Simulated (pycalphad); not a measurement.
Source of the numbers: pycalphad with the COST 507 light-alloy database (1999); pressure 1 atm. These are 1990s assessments: newer ones move some temperatures and phases. The system is extrapolated from its subsystems; higher-order compounds may be missing. Phase fractions are per mole of atoms.

Problem. Give the equilibrium state of Al-0.8299Sn-2.17Si (wt.%) at 850 K.

Solution. 
```
T = 850.00 K, P = 101325 Pa, N = 1 mol of atoms
G = -32959 J/mol, H = 17154 J/mol, S = 58.96 J/(mol K)  (SER reference)
chemical potentials (J/mol): Al -33067, Sn -70000, Si -24568
phase             fraction      x(Al)      x(Sn)      x(Si)
FCC_A1              0.9138     0.9864   0.000574     0.0130
LIQUID              0.0862     0.8783     0.0160     0.1057
```

Problem. Give the equilibrium state of Al-0.8299Sn-2.17Si (wt.%) at 500 K.

Solution. 
```
T = 500.00 K, P = 101325 Pa, N = 1 mol of atoms
G = -15497 J/mol, H = 5188 J/mol, S = 41.37 J/(mol K)  (SER reference)
chemical potentials (J/mol): Al -15579, Sn -27220, Si -10615
phase             fraction      x(Al)      x(Sn)      x(Si)
FCC_A1              0.9772     0.9998   3.71e-05   0.000131
DIAMOND_A4          0.0209   1.22e-11   1.87e-07     1.0000
BCT_A5              0.0019     0.0098     0.9902       none
```

FCC_A1 is fcc; DIAMOND_A4 is diamond (Si); BCT_A5 is bct (Sn). An entry "none" or "no" means that the model of the phase leaves that element out.
